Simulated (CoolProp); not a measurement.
Values from CoolProp's reference Helmholtz-energy equation of state, Lemmon 2003. It is a pseudo-pure fit of the blend.

Q: For R410A, give the phase and the cp (kJ/(kg K)) at 326 K and 0.101 MPa; 500 K and 0.101 MPa.

A: 
- 326 K and 0.101 MPa: gas; cp 0.860
- 500 K and 0.101 MPa: gas; cp 1.10
